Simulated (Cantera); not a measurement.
## Low-pressure radical oxidation in H2/O2

An isothermal, constant-pressure homogeneous reactor starts with H2 : O2 : N2 : H2O = 0.021 : 1 : 3.5 : 0.11 (molar parts), equivalence ratio 0.011, at 998 K and 10.00 Torr.

Model: GRI-Mech 3.0 (53 species, 325 reactions), integrated in Cantera. Radical loss at walls, strong at low pressure, is not modelled.

```json
[
 {"t (s)": "4.00e-6", "x H2": "0.00453", "x O2": "0.216", "x OH": "<1e-12", "x NO": "<1e-12", "x O": "<1e-12"},
 {"t (s)": "1.94e-5", "x H2": "0.00453", "x O2": "0.216", "x OH": "<1e-12", "x NO": "<1e-12", "x O": "<1e-12"},
 {"t (s)": "9.43e-5", "x H2": "0.00453", "x O2": "0.216", "x OH": "<1e-12", "x NO": "<1e-12", "x O": "<1e-12"},
 {"t (s)": "0.000458", "x H2": "0.00453", "x O2": "0.216", "x OH": "1.16e-12", "x NO": "<1e-12", "x O": "1.23e-12"},
 {"t (s)": "0.00222", "x H2": "0.00453", "x O2": "0.216", "x OH": "1.35e-11", "x NO": "<1e-12", "x O": "1.93e-11"},
 {"t (s)": "0.0108", "x H2": "0.00453", "x O2": "0.216", "x OH": "5.51e-10", "x NO": "<1e-12", "x O": "1.02e-9"},
 {"t (s)": "0.0524", "x H2": "0.00258", "x O2": "0.215", "x OH": "0.000350", "x NO": "1.56e-10", "x O": "0.000918"},
 {"t (s)": "0.254", "x H2": "3.50e-5", "x O2": "0.214", "x OH": "0.000131", "x NO": "9.23e-9", "x O": "0.000332"},
 {"t (s)": "1.24", "x H2": "1.65e-6", "x O2": "0.214", "x OH": "2.92e-5", "x NO": "9.39e-9", "x O": "1.68e-5"},
 {"t (s)": "6.00", "x H2": "1.05e-7", "x O2": "0.214", "x OH": "7.95e-6", "x NO": "9.38e-9", "x O": "1.23e-6"}
]
```
x: mole fraction; the columns are a selection and need not sum to one.

Equilibrium at this temperature and pressure: H2 4.40e-11, O2 0.214, OH 1.75e-7, NO 3.05e-5, O 5.97e-10 (gas phase only).
